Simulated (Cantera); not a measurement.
An isothermal, constant-pressure homogeneous reactor starts with H2 : O2 : N2 : H2O = 0.011 : 1 : 2 : 0.099 (molar parts), equivalence ratio 0.0055, at 1075 K and 4.58 Torr.

Detailed kinetics in Cantera: the H2/O2 subset of GRI-Mech 3.0, which has no nitrogen chemistry. Radical loss at walls, strong at low pressure, is not modelled.

x: mole fraction; the columns are a selection and need not sum to one.

| t (s) | x H2 | x O2 | x HO2 | x OH | x O |
|---|---|---|---|---|---|
| 3.00e-5 | 0.00354 | 0.322 | 1.05e-12 | <1e-12 | <1e-12 |
| 0.000147 | 0.00354 | 0.322 | 5.13e-12 | <1e-12 | <1e-12 |
| 0.000721 | 0.00354 | 0.322 | 2.52e-11 | 1.11e-11 | 1.11e-11 |
| 0.00353 | 0.00354 | 0.322 | 1.24e-10 | 1.14e-10 | 1.39e-10 |
| 0.0173 | 0.00354 | 0.322 | 6.41e-10 | 3.97e-9 | 5.88e-9 |
| 0.0849 | (withheld) | 0.320 | 6.74e-7 | 0.000551 | 0.00140 |
| 0.416 | (withheld) | 0.320 | 5.11e-7 | 0.000362 | 0.00110 |
| 2.04 | (withheld) | 0.320 | 1.87e-7 | 0.000137 | 0.000157 |
| 10.0 | (withheld) | 0.320 | 2.60e-8 | 3.72e-5 | 1.16e-5 |

Problem. What belongs in the gaps?

Solution. 
- 0.0849, x H2: 0.00122
- 0.416, x H2: 6.93e-5
- 2.04, x H2: 9.82e-6
- 10.0, x H2: 7.09e-7
